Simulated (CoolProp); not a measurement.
Vapour-liquid equilibrium of diethyl ether (1) + benzene (2) at 354.7 K; x and y are mole fractions of (1).

The numbers come from the multi-fluid Helmholtz-energy mixture model, Thol 2014 and Thol 2012; pair parameters Bell 2016 in CoolProp.

| x | bubble pressure (bar) | y at the bubble point | dew pressure at overall composition x (bar) | liquid density (mol/L) |
|---|---|---|---|---|
| 0.05 | 1.211 | ___ | 1.102 | ___ |
| 0.2 | 1.660 | 0.476 | 1.251 | 10.04 |
| 0.35 | 2.112 | ___ | 1.445 | 9.782 |
| 0.5 | 2.571 | 0.779 | 1.709 | 9.517 |
| 0.65 | 3.040 | 0.866 | ___ | 9.248 |
| 0.8 | ___ | 0.932 | 2.672 | 8.971 |
| 0.95 | ___ | 0.985 | 3.677 | 8.683 |

Q: Some entries are withheld; supply them.

A: 
- 0.05, y at the bubble point: 0.163
- 0.05, liquid density (mol/L): 10.31
- 0.35, y at the bubble point: 0.658
- 0.65, dew pressure at overall composition x (bar): 2.087
- 0.8, bubble pressure (bar): 3.522
- 0.95, bubble pressure (bar): 4.019

No azeotrope shows between x = 0.05 and 0.95.

The pair parameters rest on a limited set of measurements; away from them the model extrapolates.
